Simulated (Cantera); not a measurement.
# Hydrocarbon pyrolysis for carbon deposition

A perfectly stirred reactor is fed with C₂H₄ : H₂ = 1 : 1 (molar parts), at 0.000720 atm; it is held at 1650 K, and followed from long to short residence time.

Model: GRI-Mech 3.0 (53 species, 325 reactions), integrated in Cantera. GRI-Mech 3.0 was tuned for natural gas; its chemistry of ethylene as a main component is partial and can be far from experiment. GRI-Mech 3.0 stops at C3 and has no aromatics, soot or wall deposition, so with more carbon than oxygen in the feed, carbon stays in small species such as C2H2 where larger ones or solid carbon would form. Radical loss at walls, strong at low pressure, is not modelled.

```
τ (s)   x C₂H₄   x H₂     x C₂H    x C₂H₆     x CH₄     x CH₃     x CH₂
------  ------  -----  --------  --------  --------  --------  --------
8.8     0.0194  0.660   1.92e-7   3.97e-9   2.13e-5   6.28e-8   1.68e-9
3.2     0.0619  0.646   1.02e-7   9.35e-9   1.46e-5   2.98e-8   3.11e-9
1.2      0.151  0.616   5.58e-8   1.81e-8   9.03e-6   2.03e-8   5.20e-9
0.43     0.287  0.571   2.54e-8   2.70e-8   4.32e-6   1.77e-8   7.30e-9
0.16     0.400  0.533   8.19e-9   2.87e-8   1.48e-6   1.44e-8   6.91e-9
0.057    0.462  0.512   1.49e-9   2.28e-8   3.20e-7   8.48e-9   3.80e-9
0.021    0.486  0.505  2.15e-10   1.47e-8   5.63e-8   4.09e-9   1.47e-9
0.0077   0.495  0.502  2.91e-11   7.53e-9   8.07e-9   1.60e-9  4.68e-10
0.0028   0.498  0.501  3.89e-12   2.98e-9  8.44e-10  4.53e-10  1.21e-10
0.0010   0.499  0.500    <1e-12  8.98e-10  5.87e-11  8.21e-11  2.42e-11
```
x: mole fraction; the columns are a selection and need not sum to one.
